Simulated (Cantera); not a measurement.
A closed system holds: 1 mol Si3N4, 0.011 mol C, 2.9 mol H2, held at 2550 K and 18.0 mbar.

Method: chemical equilibrium by Gibbs-energy minimisation in Cantera with the NASA 1993 tables (ideal gas, pure condensed phases). Candidate condensed phases: C, C6H6, C7H8, C8H18, Si, SiC, Si3N4; 105 gas species. The tables' values for SiN are old estimates; treat these amounts as uncertain. Gases not in the tables: Si2H6 and higher silanes. Kinetics and transport are ignored.

Base state: Si 0.330, H2 0.286, N2 0.240, H 0.124, Si2 0.00819, SiH 0.00580, SiN 0.00203, Si2N 0.00151 (mole fractions); condensed: gas only.

Question: What changes in the equilibrium state with this change: temperature from 2550 K to 1650 K?

Answer: 
| species | before | after |
|---|---|---|
| H2 | 0.286 | 0.961 |
| N2 | 0.240 | 0.0383 |
| H | 0.124 | 0.000664 |
| Si | 0.330 | 1.49e-5 |
| Si2 | 0.00819 | 5.02e-8 |
| Si3 | 0.00120 | 1.19e-8 |
| Si2C | 0.00116 | 6.58e-8 |
| SiN | 0.00203 | 2.81e-7 |
| Si(s), mol | 0 | 0.162 |
| SiC(s), mol | 0 | 0.0110 |
| Si3N4(s), mol | 0 | 0.942 |
Mutual solubility and eutectic melting of coexisting phases are not modelled.

Question: What changes in the equilibrium state with this change: C from 0.011 to 0.0053 mol?

Answer: 
```json
[
 {"species": "Si", "before": "0.330", "after": "0.330"},
 {"species": "H2", "before": "0.286", "after": "0.285"},
 {"species": "N2", "before": "0.240", "after": "0.240"},
 {"species": "Si2C", "before": "0.00116", "after": "0.000560"},
 {"species": "H", "before": "0.124", "after": "0.124"},
 {"species": "HNC", "before": "1.75e-5", "after": "8.40e-6"},
 {"species": "HCN", "before": "0.000141", "after": "6.78e-5"},
 {"species": "Si3", "before": "0.00120", "after": "0.00121"},
 {"species": "Si2", "before": "0.00819", "after": "0.00824"},
 {"species": "Si2N", "before": "0.00151", "after": "0.00151"}
]
```

Question: What changes in the equilibrium state with this change: temperature from 2550 K to 1948.15 K?

Answer: 
```json
[
 {"species": "H2", "before": "0.286", "after": "0.586"},
 {"species": "N2", "before": "0.240", "after": "0.406"},
 {"species": "H", "before": "0.124", "after": "0.00645"},
 {"species": "Si", "before": "0.330", "after": "0.00129"},
 {"species": "Si2", "before": "0.00819", "after": "1.18e-5"},
 {"species": "Si3", "before": "0.00120", "after": "2.59e-6"},
 {"species": "Si(l), mol", "before": "0", "after": "2.98"},
 {"species": "SiC(s), mol", "before": "0", "after": "0.00949"}
]
```
Mutual solubility and eutectic melting of coexisting phases are not modelled.
